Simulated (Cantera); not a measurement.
Charge: 1 mol CCl4, 3.5 mol H2, at 0.000370 bar.

These are equilibrium values from Cantera (NASA tables, ideal gas, pure condensed phases), not measurements of a reactor. Candidate condensed phases: C, C6H6, C7H8, C8H18; 91 gas species. Equilibrium is a limit: real reactors are often held back by kinetics, nucleation or transport.

Question: Which condensed phases are stable at each of these points (T (°C)): 1277, 1477, 1677, 1877, 2077, 2277, 2477, 2677, 2877, 3077?

Answer: 
| T (°C) | condensed phases | C condensed (%) |
|---|---|---|
| 1277 | C(graphite) | 100.0 |
| 1477 | C(graphite) | 100.0 |
| 1677 | C(graphite) | 99.8 |
| 1877 | C(graphite) | 99.3 |
| 2077 | C(graphite) | 97.9 |
| 2277 | C(graphite) | 87.3 |
| 2477 | gas only | 0.0 |
| 2677 | gas only | 0.0 |
| 2877 | gas only | 0.0 |
| 3077 | gas only | 0.0 |

From 1277 °C to 2277 °C the condensed part is C(graphite). From 2477 °C to 3077 °C nothing is condensed.
